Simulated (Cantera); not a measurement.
Mixture: H2 : O2 : N2 = 1 : 0.5 : 1.35 (molar parts), equivalence ratio 1.0, at 1100000 Pa, adiabatic and at constant volume. Ignition delay is the time to a rise of 400 K.

Detailed kinetics in Cantera: GRI-Mech 3.0 (53 species, 325 reactions). The hydrogen kinetics of GRI-Mech 3.0 are dated; newer H2 mechanisms differ, most at raised pressure.

Q: At T0 = 1475 K, what is the delay, and which 8 reactions control it most (d ln τ / d ln k, from doubling and halving each rate constant)?

A: The delay is 1.19 µs.
| reaction | d ln τ / d ln k | faster rate |
|---|---|---|
| H + O2 <=> O + OH | -0.89 | shortens it |
| H2 + O <=> H + OH | -0.16 | shortens it |
| H + O2 + M <=> HO2 + M | 0.13 | lengthens it |
| H + O2 + N2 <=> HO2 + N2 | 0.10 | lengthens it |
| H2 + OH <=> H + H2O | -0.10 | shortens it |
| H + HO2 <=> H2 + O2 | -0.06 | shortens it |
| H + HO2 <=> 2 OH | -0.04 | shortens it |
| H + O2 + O2 <=> HO2 + O2 | 0.03 | lengthens it |
